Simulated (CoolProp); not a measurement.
The numbers come from the reference Helmholtz-energy equation of state, Guder 2009 in CoolProp.

Question: Give the vapour pressure (kPa), vapour Z, liquid viscosity (µPa s), liquid conductivity (mW/(m K)) of saturated sulfur hexafluoride at 262 K.

Answer: 
```json
[
 {"T (K)": "262", "p (kPa)": "908", "vapour Z": "0.816", "liquid viscosity (µPa s)": "223", "liquid conductivity (mW/(m K))": "65.3"}
]
```

Viscosity comes from a separate model (Quiñones-Cisneros 2012). Thermal conductivity comes from a separate model (Assael 2012).
